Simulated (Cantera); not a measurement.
Silicon epitaxy and polysilicon growth: SiHCl₃ + Cl₂ + H₂

Charge: 1 mol SiHCl₃, 0.0036 mol Cl₂, 290 mol H₂, equilibrated at 10000 Pa.

Equilibrium computed with Cantera from the NASA thermochemical tables; the gas is ideal and each condensed phase is pure. Candidate condensed phases: Si; 19 gas species. The tables' values for SiCl₃ are old estimates; treat these amounts as uncertain. Gases not in the tables: Si₂H₆ and higher silanes. Kinetics and transport are ignored.

| T (K) | x H₂ | x HCl | x SiHCl₃ | x SiCl₄ | x H | x SiCl₂ | x SiH₂Cl₂ | n Si(s) | n Si(l) |
|---|---|---|---|---|---|---|---|---|---|
| 948 | 0.994 | 0.00404 | 0.000900 | 0.000812 | 1.65e-9 | 2.50e-5 | 0.000101 | 0.456 | 0 |
| 1048 | 0.992 | 0.00740 | 0.000413 | 0.000302 | 2.43e-8 | 0.000103 | 6.45e-5 | 0.730 | 0 |
| 1148 | 0.990 | 0.00930 | 9.74e-5 | 4.56e-5 | 2.25e-7 | 0.000192 | 2.61e-5 | 0.886 | 0 |
| 1248 | 0.990 | 0.00969 | 1.85e-5 | 5.13e-6 | 1.47e-6 | 0.000238 | 9.03e-6 | 0.917 | 0 |
| 1348 | 0.990 | 0.00972 | 4.10e-6 | 7.09e-7 | 7.28e-6 | 0.000268 | 3.45e-6 | 0.917 | 0 |
| 1448 | 0.990 | 0.00970 | 1.11e-6 | 1.27e-7 | 2.90e-5 | 0.000292 | 1.50e-6 | 0.912 | 0 |
| 1548 | 0.990 | 0.00966 | 3.54e-7 | 2.83e-8 | 9.69e-5 | 0.000314 | 7.21e-7 | 0.906 | 0 |
| 1648 | 0.990 | 0.00962 | 1.30e-7 | 7.56e-9 | 0.000280 | 0.000332 | 3.80e-7 | 0.898 | 0 |
| 1748 | 0.989 | 0.00965 | 4.86e-8 | 2.15e-9 | 0.000719 | 0.000314 | 1.95e-7 | 0 | 0.894 |
x: gas mole fraction; n: condensed amount in mol.

From 948 K to 1648 K the condensed part is Si(s). At 1748 K the condensed part is Si(l). The main Si-bearing gas is SiHCl₃ at 948 K and SiCl₂ at 1748 K.
